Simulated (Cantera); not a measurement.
A closed system holds: 1 mol SiHCl3, 4.2 mol H2, at 1175 K and 23.0 mbar.

Cantera equilibrium calculation (NASA polynomials, part measured and part estimated; ideal gas, pure solids and liquids). Candidate condensed phases: Si; 19 gas species. The tables' values for SiCl3 are old estimates; treat these amounts as uncertain. Equilibrium is a limit: real reactors are often held back by kinetics, nucleation or transport.

Base state: H2 0.780, HCl 0.0903, SiCl4 0.0764, SiCl2 0.0238, SiHCl3 0.0156, SiCl3 0.0136, SiH2Cl2 0.000407 (mole fractions); condensed: Si(s).

Task: What changes in the equilibrium state with this change: temperature from 1175 K to 2348.15 K?

Result: 
| species | before | after |
|---|---|---|
| H2 | 0.780 | 0.551 |
| HCl | 0.0903 | 0.224 |
| SiCl2 | 0.0238 | 0.0942 |
| SiCl4 | 0.0764 | 9.58e-7 |
| Si | <1e-9 | 0.0380 |
| SiCl | 8.97e-9 | 0.0123 |
| Cl | 7.22e-8 | 0.0176 |
| H | 7.14e-7 | 0.0605 |
| SiHCl3 | 0.0156 | 1.66e-6 |
| SiCl3 | 0.0136 | 0.000351 |
| SiH | <1e-9 | 0.00145 |
| Si2 | <1e-9 | 0.000493 |
| Si3 | <1e-9 | 5.59e-5 |
| Si(s), mol | 0.268 | 0 |
The tables' values for SiCl, SiCl3 are old estimates; treat these amounts as uncertain. Gases not in the tables: Si2H6 and higher silanes.

Task: What changes in the equilibrium state with this change: SiHCl3 replaced by CH3SiCl3?

Result: 
```
species             before     after
----------------  --------  --------
H2                   0.780     0.652
HCl                 0.0903     0.320
SiCl4               0.0764    0.0249
SiCl2               0.0238  0.000517
SiHCl3              0.0156   0.00120
SiCl3               0.0136   0.00115
CH4                      0  0.000187
SiH2Cl2           0.000407   7.38e-6
Si(s), mol           0.268         0
C(graphite), mol         0     0.194
SiC(s), mol              0     0.805
```
The feed counts by its element totals alone. Further candidate phases: C, C6H6, C7H8, C8H18, SiC.
